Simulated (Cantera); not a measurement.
Charge: 1 mol SiCl4, 69 mol N2, 53 mol H2, equilibrated at 1775 K and 0.0480 bar.

These are equilibrium values from Cantera (NASA tables, ideal gas, pure condensed phases), not measurements of a reactor. Candidate condensed phases: NH4Cl, Si, Si3N4; 28 gas species. The tables' values for SiCl, SiCl3 are old estimates; treat these amounts as uncertain. Kinetics and transport are ignored.

Base state: N2 0.554, H2 0.415, HCl 0.0279, SiCl2 0.00218, H 0.000851, Cl 4.40e-5, Si 1.66e-5, SiCl 1.59e-5 (mole fractions); condensed: Si3N4(s).

Q: What changes in the equilibrium state with this change: H2 from 53 to 7.6 mol?

A: 
```json
[
 {"species": "N2", "before": "0.554", "after": "0.877"},
 {"species": "H2", "before": "0.415", "after": "0.0813"},
 {"species": "HCl", "before": "0.0279", "after": "0.0306"},
 {"species": "SiCl2", "before": "0.00218", "after": "0.00989"},
 {"species": "SiCl3", "before": "1.17e-5", "after": "0.000131"},
 {"species": "Cl", "before": "4.40e-5", "after": "0.000109"},
 {"species": "Si3N4(s), mol", "before": "0.241", "after": "0.0699"}
]
```
The tables' values for SiCl3, SiCl are old estimates; treat these amounts as uncertain.

Q: What changes in the equilibrium state with this change: temperature from 1775 K to 1173 K?

A: 
| species | before | after |
|---|---|---|
| N2 | 0.554 | 0.554 |
| H2 | 0.415 | 0.414 |
| HCl | 0.0279 | 0.0324 |
| SiCl2 | 0.00218 | 3.42e-7 |
| Si | 1.66e-5 | <1e-9 |
| SiCl | 1.59e-5 | <1e-9 |
| H | 0.000851 | 3.46e-7 |
| Cl | 4.40e-5 | 2.37e-8 |
| SiCl3 | 1.17e-5 | 1.43e-7 |
| Si3N4(s), mol | 0.241 | 0.333 |
N2 is the only nitrogen source here; it is nearly inert below about 1500 K, so the nitride shown seldom forms there in practice.
